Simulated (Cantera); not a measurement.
A closed system holds: 1 mol CO, 0.11 mol CO2, 4.2 mol H2, 1.8 mol H2O, at 2573 K and 0.100 bar.

Cantera equilibrium calculation (NASA polynomials, part measured and part estimated; ideal gas, pure solids and liquids). Candidate condensed phases: C, C6H6, C7H8, C8H18, H2O; 110 gas species. Rates play no part.

**Question.** What is the equilibrium state?

**Answer.** 
| Property | Value |
|---|---|
| x(H2) | 0.525 |
| x(H2O) | 0.238 |
| x(CO) | 0.139 |
| x(H) | 0.0787 |
| x(CO2) | 0.00986 |
| x(OH) | 0.00801 |
| x(O) | 0.000780 |
| x(O2) | 0.000144 |
| gas amount | 7.440 mol |
| log10 activity of C(graphite) (absent) | -6.20 |
